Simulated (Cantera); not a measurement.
# Catalytic stagnation flow on Pt

A jet of 6.12 % CH4, 6.01 % O2, 87.9 % N2, equivalence ratio 2.0 at 300 K and 27.8 Torr hits a platinum plate 4.9 cm away at a mass flux of 0.031 kg/m²/s; the plate temperature is set and raised in steps from an oxygen-covered start.

Computed with Cantera and Deutschmann's 1995 Pt surface mechanism with GRI-Mech 3.0 gas chemistry. Catalytic surfaces can have several steady states; this one follows from the mechanism file's or the stated starting coverage.

| plate T (K) | wall x CH4 | wall x O2 | wall x H2O | wall x OH | wall x CO | wall x CO2 | θ free Pt | θ H* | θ CO* | θ C* |
|---|---|---|---|---|---|---|---|---|---|---|
| 900 | 0.0236 | 0.00750 | 0.0566 | <1e-8 | 0.0393 | 2.90e-5 | 0.423 | 0.00123 | 0.0881 | 0.487 |
| 950 | 0.0165 | 0.00510 | 0.0539 | <1e-8 | 0.0466 | 4.54e-5 | 0.541 | 0.00163 | 0.0688 | 0.388 |
| 1000 | 0.00932 | 0.00291 | 0.0507 | <1e-8 | 0.0539 | 0.000147 | 0.753 | 0.00192 | 0.0677 | 0.178 |
| 1050 | 0.00677 | 0.00220 | 0.0492 | <1e-8 | 0.0563 | 0.000448 | 0.896 | 0.00182 | 0.0476 | 0.0548 |
| 1100 | 0.00613 | 0.00205 | 0.0483 | <1e-8 | 0.0565 | 0.000989 | 0.953 | 0.00159 | 0.0275 | 0.0180 |
| 1150 | 0.00598 | 0.00205 | 0.0475 | <1e-8 | 0.0559 | 0.00185 | 0.977 | 0.00137 | 0.0154 | 0.00665 |
| 1200 | 0.00600 | 0.00210 | 0.0464 | 2.22e-8 | 0.0548 | 0.00310 | 0.987 | 0.00119 | 0.00873 | 0.00269 |
| 1250 | 0.00608 | 0.00217 | 0.0450 | 5.66e-8 | 0.0532 | 0.00481 | 0.993 | 0.00105 | 0.00508 | 0.00119 |
x: mole fraction at the wall; θ: surface coverage.
